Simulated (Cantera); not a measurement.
## Thermodynamics of halide evaporation, hydrolysis and transport, feed FeCl2 + H2

A closed system holds: 1 mol FeCl2, a varied amount of H2, equilibrated at 1027 °C and 21.8 Torr.

Equilibrium computed with Cantera from the NASA thermochemical tables; the gas is ideal and each condensed phase is pure. Candidate condensed phases: Fe, FeCl2, FeCl3; 11 gas species. The numbers say what is thermodynamically allowed, not how fast it happens.

```
n(H2) (mol)  log p H2  log p HCl  log p FeCl2  log p H  log p Cl  n Fe(γ)
-----------  --------  ---------  -----------  -------  --------  -------
42              -1.56      -2.89        -4.53    -6.74     -8.14    0.956
48              -1.56      -2.94        -4.64    -6.73     -8.20    0.961
55              -1.55      -3.00        -4.75    -6.73     -8.25    0.966
64              -1.55      -3.06        -4.88    -6.73     -8.32    0.971
73              -1.55      -3.12        -4.99    -6.73     -8.37    0.974
84              -1.55      -3.18        -5.11    -6.73     -8.43    0.977
97              -1.55      -3.24        -5.23    -6.73     -8.49    0.980
110             -1.55      -3.29        -5.34    -6.73     -8.55    0.983
130             -1.54      -3.36        -5.48    -6.73     -8.62    0.985
150             -1.54      -3.42        -5.61    -6.73     -8.68    0.987
170             -1.54      -3.47        -5.71    -6.73     -8.73    0.989
200             -1.54      -3.54        -5.85    -6.73     -8.80    0.990
230             -1.54      -3.60        -5.97    -6.73     -8.86    0.992
```
log p: log10 of the partial pressure in bar; n: condensed amount in mol.

From 42 mol H2 to 230 mol H2 the condensed part is Fe(γ). The main Fe-bearing gas is FeCl2 throughout. The share of Fe in condensed phases is highest at 230 mol H2 (99.2 %) and lowest at 42 mol H2 (95.6 %).
